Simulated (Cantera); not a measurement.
Input (Python, Cantera) and output of one run.

```python
import numpy as np
import cantera as ct

gas_names = [...]  # 118 gases of nasa_gas.yaml made of C, Cl, F, H
cond_names = """
    C(gr) C6H6(L) C7H8(L) C8H18(L),n-octa
""".split()


# ... load() reads the species with a 1 bar reference pressure and builds the phases ...
atoms = {
    'CH3F': {'C': 1, 'H': 3, 'F': 1},
    'HCl': {'H': 1, 'CL': 1},
    'H2': {'H': 2},
}
top_T = {'C(gr)': 4500}  # K; cautious upper limits of use, not melting points


# ... equilibrate(T, P, feed) seeds the gas with the atoms and calls Mixture.equilibrate('TP', solver="vcs", rtol=1e-11, max_steps=5000) ...
results = []
T = 2925  # K
P = 660  # Pa
for m in [0.84, 1.1, 1.4, 1.7, 2.2, 2.8, 3.5, 4.5, 5.7, 7.2, 9.1, 12, 15]:
    feed = {'CH3F': 1, 'HCl': 0.32, 'H2': m}  # mol
    mix = equilibrate(T, P, feed)
    results.append((T, P, feed, dict(zip(mix.species_names, mix.species_moles))))

top = {s: max(r[3][s] / sum(r[3][g] for g in gas_names) for r in results) for s in gas_names}
cols = sorted((s for s in top if top[s] > 1e-05), key=lambda s: -top[s])[:7]
seen = [c for c in cond_names if any(r[3].get(c, 0) > 1e-12 for r in results)]
print("log10 of partial pressures in bar; condensed amounts in mol")
print(f"{'n(H2)':>10s}" + "".join(f"{s[:9]:>10s}" for s in cols + seen))
for T, P, feed, n in results:
    ng = sum(n[g] for g in gas_names)
    print(f"{feed['H2']:10.4g}" + "".join(f"{np.log10(max(n[s] / ng * P / 1e5, 1e-99)):10.3f}" for s in cols)
          + "".join(f"{n.get(c, 0):10.4g}" for c in seen))
```

Output:

```
log10 of partial pressures in bar; condensed amounts in mol
     n(H2)         H        H2        HF        CL        C3       HCL C2H2,acet     C(gr)
      0.84    -2.437    -3.066    -2.867    -3.480    -3.862    -3.944    -4.369    0.5515
       1.1    -2.425    -3.042    -2.905    -3.520    -3.862    -3.973    -4.346    0.5058
       1.4    -2.414    -3.020    -2.944    -3.563    -3.862    -4.004    -4.323    0.4531
       1.7    -2.405    -3.002    -2.980    -3.602    -3.862    -4.034    -4.305    0.4004
       2.2    -2.394    -2.979    -3.035    -3.660    -3.862    -4.080    -4.282    0.3125
       2.8    -2.383    -2.958    -3.092    -3.720    -3.862    -4.130    -4.261    0.2068
       3.5    -2.374    -2.939    -3.151    -3.782    -3.862    -4.183    -4.243   0.08353
       4.5    -2.363    -2.918    -3.222    -3.856    -3.906    -4.246    -4.250         0
       5.7    -2.353    -2.898    -3.293    -3.930    -3.993    -4.311    -4.289         0
       7.2    -2.345    -2.881    -3.368    -4.008    -4.086    -4.380    -4.334         0
       9.1    -2.337    -2.866    -3.448    -4.091    -4.186    -4.455    -4.385         0
        12    -2.330    -2.851    -3.547    -4.192    -4.310    -4.549    -4.453         0
        15    -2.325    -2.841    -3.630    -4.277    -4.415    -4.628    -4.513         0
```

These are equilibrium values from Cantera (NASA tables, ideal gas, pure condensed phases), not measurements of a reactor.
